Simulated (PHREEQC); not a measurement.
1 kg of water holding 140 mmol/kgw NaCl, 190 mmol/kgw NaOH, 49 mmol/kgw Na2CO3 and 4.1 mmol/kgw Na2SO4 is evaporated at 25 °C; the solids stay in contact with the brine. CO2 from the air is kept out. The run lets Burkeite, Halite, Mirabilite, Nahcolite, Natron, Thenardite, Trona precipitate or redissolve, and no other solid.

Computed with PHREEQC (Pitzer model, pitzer.dat).

Question: Predict ionic strength, water activity, C in solution (mol/kgw), S in solution (mol/kgw) at water left (kg) = 0.8219, 0.4563, 0.1156, 0.0293.

Answer: 
| water left (kg) | ionic strength | water activity | C in solution (mol/kgw) | S in solution (mol/kgw) |
|---|---|---|---|---|
| 0.8219 | 0.595 | 0.984 | 0.0596 | 0.00499 |
| 0.4563 | 1.07 | 0.972 | 0.107 | 0.00899 |
| 0.1156 | 4.23 | 0.879 | 0.424 | 0.0355 |
| 0.0293 | 13.2 | 0.512 | 1.61 | 0.0196 |
